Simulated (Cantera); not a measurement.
An adiabatic, constant-pressure homogeneous reactor starts with H₂ : O₂ : N₂ = 1 : 1.39 : 12.9 (molar parts), equivalence ratio 0.36, at 1625 K and 100000 Pa. Integrator tolerance rtol = 1e-08.

Model: the H2/O2 subset of GRI-Mech 3.0, which has no nitrogen chemistry, integrated in Cantera.

Question: What does this change do: pressure from 100000 Pa to 1900000 Pa?

Answer: 
| quantity | before | after |
|---|---|---|
| time of steepest temperature rise | 22.0 µs | 1.33 µs |
| temperature at 1.00 s | 2075 K | 2081 K |
| equilibrium temperature | 2075 K | 2081 K |
| x(H₂) at 1.00 s | 0.000136 (gas-phase equilibrium 0.000136) | 3.29e-5 (gas-phase equilibrium 3.29e-5) |
| x(O₂) at 1.00 s | 0.0596 (gas-phase equilibrium 0.0596) | 0.0599 (gas-phase equilibrium 0.0599) |
| x(HO₂) at 1.00 s | 1.20e-6 (gas-phase equilibrium 1.20e-6) | 2.59e-6 (gas-phase equilibrium 2.59e-6) |
| x(OH) at 1.00 s | 0.00174 (gas-phase equilibrium 0.00174) | 0.000861 (gas-phase equilibrium 0.000861) |
| x(H) at 1.00 s | 3.13e-5 (gas-phase equilibrium 3.13e-5) | 3.66e-6 (gas-phase equilibrium 3.66e-6) |
| x(H₂O) at 1.00 s | 0.0665 (gas-phase equilibrium 0.0665) | 0.0671 (gas-phase equilibrium 0.0671) |
The hydrogen kinetics of GRI-Mech 3.0 are dated; newer H2 mechanisms differ, most at raised pressure. The pressure lies above the range GRI-Mech 3.0 was tuned for (to about 10 atm).

Question: What does this change do: N2 12.9 to 4.5 parts?

Answer: 
```
quantity                                                              before                                    after
---------------------------------  -----------------------------------------  ---------------------------------------
time of steepest temperature rise                                    22.0 µs                                  9.88 µs
temperature at 1.00 s                                                 2075 K                                   2505 K
equilibrium temperature                                               2075 K                                   2505 K
x(H₂) at 1.00 s                    0.000136 (gas-phase equilibrium 0.000136)  0.00243 (gas-phase equilibrium 0.00243)
x(O₂) at 1.00 s                        0.0596 (gas-phase equilibrium 0.0596)      0.133 (gas-phase equilibrium 0.133)
x(HO₂) at 1.00 s                     1.20e-6 (gas-phase equilibrium 1.20e-6)  1.23e-5 (gas-phase equilibrium 1.23e-5)
x(OH) at 1.00 s                      0.00174 (gas-phase equilibrium 0.00174)    0.0158 (gas-phase equilibrium 0.0158)
x(H) at 1.00 s                       3.13e-5 (gas-phase equilibrium 3.13e-5)  0.00128 (gas-phase equilibrium 0.00128)
x(H₂O) at 1.00 s                       0.0665 (gas-phase equilibrium 0.0665)      0.144 (gas-phase equilibrium 0.144)
```
